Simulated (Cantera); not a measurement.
Hydrocarbon pyrolysis for carbon deposition

A perfectly stirred reactor is fed with C2H6 : H2 = 1 : 13 (molar parts), at 0.133 bar; it is held at 1873 K, and followed from long to short residence time.

Cantera simulation using GRI-Mech 3.0 (53 species, 325 reactions); the numbers are that mechanism's predictions, not measurements. GRI-Mech 3.0 stops at C3 and has no aromatics, soot or wall deposition, so with more carbon than oxygen in the feed, carbon stays in small species such as C2H2 where larger ones or solid carbon would form.

| τ (s) | x C2H6 | x H2 | x CH4 | x CH3 | x C2H |
|---|---|---|---|---|---|
| 22 | 7.72e-8 | 0.935 | 0.00180 | 6.66e-5 | 1.34e-6 |
| 8.3 | 1.84e-7 | 0.934 | 0.00261 | 9.65e-5 | 1.33e-6 |
| 3.2 | 4.55e-7 | 0.934 | 0.00394 | 0.000147 | 1.33e-6 |
| 1.2 | 1.18e-6 | 0.932 | 0.00615 | 0.000232 | 1.32e-6 |
| 0.46 | 3.00e-6 | 0.930 | 0.00947 | 0.000365 | 1.31e-6 |
| 0.18 | 7.42e-6 | 0.927 | 0.0142 | 0.000564 | 1.31e-6 |
| 0.068 | 1.87e-5 | 0.923 | 0.0208 | 0.000875 | 1.31e-6 |
| 0.026 | 4.55e-5 | 0.918 | 0.0289 | 0.00133 | 1.32e-6 |
| 0.0099 | 0.000108 | 0.913 | 0.0380 | 0.00198 | 1.35e-6 |
| 0.0038 | 0.000249 | 0.907 | 0.0474 | 0.00289 | 1.38e-6 |
x: mole fraction; the columns are a selection and need not sum to one.
